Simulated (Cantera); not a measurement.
A Cantera script and its output.

```python
import numpy as np
import cantera as ct

surf = ct.Interface("ptcombust.yaml", "Pt_surf")
gas = surf.adjacent["gas"]
gas.TPX = 300, 9400, {'CH4': 0.018, 'O2': 0.12, 'N2': 0.79}
jet = ct.ImpingingJet(gas=gas, width=0.059, surface=surf)
jet.inlet.mdot, jet.inlet.T, jet.inlet.X = 0.041, 300, {'CH4': 0.018, 'O2': 0.12, 'N2': 0.79}
jet.set_refine_criteria(ratio=10, slope=0.2, curve=0.3)
show, cover = ['CH4', 'O2', 'H2O', 'OH', 'CO', 'CO2'], ["PT(S)", "H(S)", "O(S)", "OH(S)", "CO(S)", "C(S)"]

rows = []
print(f"{'Ts/K':>7s}" + "".join(f"{s:>11s}" for s in show + cover) + "   (gas at the wall, coverages)")
for i, Ts in enumerate([950, 1000, 1050, 1100, 1150, 1200, 1250, 1300]):
    jet.surface.T = Ts
    if i == 0:
        surf.TP = Ts, 9400
        surf.coverages = "PT(S):0.5, O(S):0.5"
        surf.advance_coverages(1.0)
        jet.set_initial_guess(products="inlet")
    jet.solve(loglevel=0, auto=(i == 0))
    rows.append([*(jet.X[gas.species_index(s), -1] for s in show), *surf[cover].coverages])
    print(f"{Ts:7g}" + "".join(f"{x:11.3e}" for x in rows[-1]))
```

It prints:

```
   Ts/K        CH4         O2        H2O         OH         CO        CO2      PT(S)       H(S)       O(S)      OH(S)      CO(S)       C(S)   (gas at the wall, coverages)
    950  8.578e-03  1.063e-01  2.014e-02  7.818e-08  4.461e-06  1.317e-02  2.629e-01  1.482e-07  7.361e-01  1.039e-03  3.952e-06  1.891e-08
   1000  6.273e-03  1.014e-01  2.437e-02  2.138e-07  4.408e-06  1.597e-02  3.319e-01  3.149e-07  6.671e-01  1.017e-03  2.734e-06  1.709e-08
   1050  4.688e-03  9.812e-02  2.723e-02  5.126e-07  4.369e-06  1.787e-02  4.008e-01  5.905e-07  5.983e-01  9.464e-04  1.880e-06  1.496e-08
   1100  3.618e-03  9.590e-02  2.913e-02  1.116e-06  4.430e-06  1.913e-02  4.679e-01  1.013e-06  5.313e-01  8.552e-04  1.319e-06  1.308e-08
   1150  2.885e-03  9.442e-02  3.038e-02  2.238e-06  4.614e-06  1.996e-02  5.320e-01  1.627e-06  4.672e-01  7.590e-04  9.550e-07  1.156e-08
   1200  2.364e-03  9.347e-02  3.118e-02  4.186e-06  4.961e-06  2.046e-02  5.925e-01  2.485e-06  4.069e-01  6.654e-04  7.149e-07  1.037e-08
   1250  1.922e-03  9.290e-02  3.175e-02  7.427e-06  6.213e-06  2.064e-02  6.484e-01  3.648e-06  3.510e-01  5.788e-04  5.630e-07  9.168e-09
   1300  1.523e-03  9.216e-02  3.244e-02  1.250e-05  7.861e-06  2.099e-02  6.998e-01  5.211e-06  2.997e-01  5.026e-04  4.549e-07  7.878e-09
```

Computed with Cantera and Deutschmann's 1995 Pt surface mechanism with GRI-Mech 3.0 gas chemistry. Catalytic surfaces can have several steady states; this one follows from the mechanism file's or the stated starting coverage.
